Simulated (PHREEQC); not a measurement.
## Acid rinse or clean (model solution)

Dissolve 38 mmol/kgw HF, 3.3 mmol/kgw FeCl3 and 8 mmol/kgw CuCl2 at 90 °C. It is in equilibrium with CO2 at log p = -1 (atm). Otherwise closed; pH follows from the charge balance.

Computed with PHREEQC (ion-association model, phreeqc.dat).

This is a speciation only: nothing precipitates in the calculation.

Problem. Estimate the pH, ionic strength.

Solution. pH 2.10; ionic strength 0.0299 mol/kgw.

Problem. In which forms is F present?

Solution. HF 76 %, FeF3 13 %, FeF2+ 8.3 %, F- 2.1 %, HF2- 0.5 % of the F.

Saturation is exceeded, for instance for Hematite (slow to form), Goethite (slow to form); the values hold only as long as no solid forms. Away from 25 °C the constants follow the database's enthalpies or fits; those with neither stay at their 25 °C values. Fluoro complexes past AlF4- and FeF3 are missing from the database.
